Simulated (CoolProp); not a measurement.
Vapour-liquid equilibrium of cyclohexane (1) + ethylbenzene (2) at 416.4 K; x and y are mole fractions of (1).

Values from CoolProp's multi-fluid Helmholtz-energy mixture model, Zhou 2014 and Zhou 2012; pair parameters Bell 2016.

Problem. Give the bubble pressure and the first vapour's composition at x = 0.05, 0.275, 0.35. Is there an azeotrope?

Solution. x = 0.05: 0.1430 MPa, y = 0.181; x = 0.275: 0.2344 MPa, y = 0.601; x = 0.35: 0.2629 MPa, y = 0.675. No azeotrope shows between x = 0.05 and 0.95.

The pair parameters rest on a limited set of measurements; away from them the model extrapolates.
